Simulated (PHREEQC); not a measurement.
Make-up at 20 °C: 0.048 mol/kgw KH2PO4 and 0.21 mol/kgw NaOH. Closed to the air; pH follows from the charge balance.

Equilibrium calculation in PHREEQC: ion-association model, phreeqc.dat.

```json
[
 {"quantity": "pH", "before": "13.04", "after": "13.91"},
 {"quantity": "ionic strength (mol/kgw)", "before": "0.399", "after": "1.24"}
]
```

**Question.** Name the change that produced these shifts.
A) NaOH from 0.21 to 0.315 mol/kgw
B) NaOH from 0.21 to 0.042 mol/kgw
C) diluted 2-fold with water
D) KH2PO4 replaced by KHCO3 at the same molality
E) NaOH from 0.21 to 1.05 mol/kgw

**Answer.** E, NaOH from 0.21 to 1.05 mol/kgw

This is a speciation only: nothing precipitates in the calculation. The ionic strength passes 0.7 mol/kgw, the rough limit of the ion-association models, in after.
